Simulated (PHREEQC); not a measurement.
Make-up at 66 °C: 0.025 mol RbOH per kg of water. It is in equilibrium with CO2 at log p = 0 (atm). Otherwise closed; pH follows from the charge balance.

Computed with PHREEQC (ion-association model, wateq4f.dat).

- pH = 6.45
- ionic strength = 0.0250 mol/kgw
- total alkalinity = 25.0 meq/kg

| species | molality | activity | log γ |
|---|---|---|---|
| Rb+ | 0.0250 | 0.0212 | -0.071 |
| HCO3- | 0.0250 | 0.0214 | -0.068 |
| CO2 | 0.0150 | 0.0150 | 0.003 |
| CO3-2 | 8.34e-6 | 4.46e-6 | -0.272 |
| OH- | 4.25e-7 | 3.58e-7 | -0.074 |
| H+ | 4.04e-7 | 3.53e-7 | -0.059 |

Precipitation was switched off in this run. Species that the database lacks are ignored. Constants without temperature data keep their 25 °C values here.
